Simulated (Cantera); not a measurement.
Feed: 1 mol CCl4, 1.8 mol H2, equilibrated at 2350 K and 0.00810 bar.

Cantera equilibrium calculation (NASA polynomials, part measured and part estimated; ideal gas, pure solids and liquids). Candidate condensed phases: C, C6H6, C7H8, C8H18; 91 gas species. Rates play no part.

Base state: HCl 0.647, Cl 0.254, H2 0.0640, H 0.0351, C2H2 (acetylene) 0.000353, Cl2 9.77e-5, C2HCl 3.16e-5 (mole fractions); condensed: C(graphite).

Question: What changes in the equilibrium state with this change: temperature from 2350 K to 2650 K?

Answer: 
```json
[
 {"species": "Cl", "before": "0.254", "after": "0.413"},
 {"species": "HCl", "before": "0.647", "after": "0.339"},
 {"species": "H", "before": "0.0351", "after": "0.156"},
 {"species": "H2", "before": "0.0640", "after": "0.0892"},
 {"species": "C2", "before": "4.57e-7", "after": "5.24e-5"},
 {"species": "C3", "before": "5.10e-6", "after": "0.000552"},
 {"species": "C(graphite), mol", "before": "0.996", "after": "0.967"}
]
```
